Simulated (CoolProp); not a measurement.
The numbers come from the reference Helmholtz-energy equation of state, Wagner 2002 in CoolProp.

Give the vapour pressure (MPa), liquid cp (kJ/(kg K)), surface tension (mN/m) of saturated water at 168.35, 186.55, 198.65 °C.


```
T (°C)  p (MPa)  liquid cp (kJ/(kg K))  surface tension (mN/m)
------  -------  ---------------------  ----------------------
168.35    0.761                   4.36                    44.6
186.55     1.16                   4.43                    40.6
198.65     1.51                   4.49                    37.8
```

Surface tension comes from a separate correlation (Mulero 2012).
